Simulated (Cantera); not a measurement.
Charge: 1 mol SiF4, 7.8 mol NH3, held at 75.0 Torr.

Equilibrium computed with Cantera from the NASA thermochemical tables; the gas is ideal and each condensed phase is pure. Candidate condensed phases: Si, Si3N4; 37 gas species. The tables' values for SiF3, SiF2 are old estimates; treat these amounts as uncertain. The numbers say what is thermodynamically allowed, not how fast it happens.

log p: log10 of the partial pressure in bar; n: condensed amount in mol.

```tsv
T (K)	log p H2	log p N2	log p SiF4	log p HF	n Si3N4(s)
973	-1.15	-1.63	-2.22	[?]	0.000393
1023	-1.15	-1.63	-2.22	[?]	0.000581
1073	-1.15	-1.63	-2.22	[?]	0.000822
1123	-1.15	-1.63	-2.23	[?]	0.00111
1173	-1.15	-1.63	-2.23	[?]	0.00144
1223	-1.15	-1.63	-2.23	[?]	0.00176
1273	-1.15	-1.63	-2.23	[?]	0.00202
1323	-1.15	-1.63	-2.24	[?]	0.00210
```

**Question.** Complete the blanks.

**Answer.** 
- 973, log p HF: -4.37
- 1023, log p HF: -4.20
- 1073, log p HF: -4.04
- 1123, log p HF: -3.89
- 1173, log p HF: -3.76
- 1223, log p HF: -3.64
- 1273, log p HF: -3.53
- 1323, log p HF: -3.43
